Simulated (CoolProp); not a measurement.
The fluid at 298.15 K and 0.632 MPa is compressed adiabatically to 1.87 MPa with isentropic efficiency 0.8. The same conditions are run with several fluids, on thermodynamics alone (safety and materials aside).

Model: reference Helmholtz-energy equation of state of each fluid (nitrous oxide: Lemmon 2006; CH2F2 (R32): Tillner-Roth 1997; CH3F (R41): Lemmon 2006; ethane: Bücker 2006; R143a: Lemmon and Jacobsen 2000), in CoolProp.

```tsv
fluid	work (kJ/kg)	final temperature (K)	final density (kg/m³)
nitrous oxide	82.6	392.7	26.3
CH2F2 (R32)	65.1	380.1	34.2
CH3F (R41)	105	392.6	20.8
ethane	114	365.8	20.0
R143a	35.9	348.4	68.1
```
